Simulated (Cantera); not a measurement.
# Moist CO burnout

An isothermal, constant-pressure homogeneous reactor starts with 0.176 % CO, 0.536 % O2, 6.84 % H2O, 92.4 % N2, equivalence ratio 0.16, at 973 K and 255 Torr.

Cantera simulation using GRI-Mech 3.0 (53 species, 325 reactions); the numbers are that mechanism's predictions, not measurements.

| t (s) | x CO | x O2 | x H2O | x OH | x NO | x CO2 |
|---|---|---|---|---|---|---|
| 0.000100 | 0.00176 | 0.00536 | 0.0684 | <1e-12 | <1e-12 | <1e-12 |
| 0.000231 | 0.00176 | 0.00536 | 0.0684 | <1e-12 | <1e-12 | <1e-12 |
| 0.000534 | 0.00176 | 0.00536 | 0.0684 | <1e-12 | <1e-12 | 1.05e-12 |
| 0.00123 | 0.00176 | 0.00536 | 0.0684 | <1e-12 | <1e-12 | 3.00e-12 |
| 0.00285 | 0.00176 | 0.00536 | 0.0684 | 3.47e-12 | <1e-12 | 1.15e-11 |
| 0.00658 | 0.00176 | 0.00536 | 0.0684 | 1.36e-11 | <1e-12 | 6.53e-11 |
| 0.0152 | 0.00176 | 0.00536 | 0.0684 | 1.02e-10 | <1e-12 | 7.09e-10 |
| 0.0351 | 0.00176 | 0.00536 | 0.0684 | 5.72e-9 | <1e-12 | 4.56e-8 |
| 0.0811 | 0.00163 | 0.00531 | 0.0684 | 7.70e-6 | 1.08e-11 | 0.000125 |
| 0.187 | 0.000604 | 0.00482 | 0.0684 | 8.82e-6 | 2.79e-10 | 0.00115 |
| 0.433 | 0.000170 | 0.00458 | 0.0684 | 3.82e-6 | 3.29e-10 | 0.00159 |
| 1.00 | 4.99e-5 | 0.00451 | 0.0685 | 1.63e-6 | 3.16e-10 | 0.00171 |
x: mole fraction; the columns are a selection and need not sum to one.

Equilibrium at this temperature and pressure: CO 1.07e-12, O2 0.00449, H2O 0.0685, OH 2.78e-8, NO 3.67e-6, CO2 0.00176 (gas phase only).
